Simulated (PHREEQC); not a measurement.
**Acid rinse or clean (model solution)**

Consider water at 26 °C with 0.0057 mol/kgw HNO3, 0.002 mol/kgw ZnSO4 and 0.00017 mol/kgw MgCl2. Closed to the air; pH follows from the charge balance.

All values are PHREEQC results (ion-association model, wateq4f.dat), not measurements.

Precipitation was switched off in this run.

**Question.** Estimate the pH.

**Answer.** pH 2.32.

**Question.** In which forms is S present?

**Answer.** SO4-2 65 %, HSO4- 22 %, ZnSO4 11 %, MgSO4 1.0 % of the S.

Species that the database lacks are ignored.
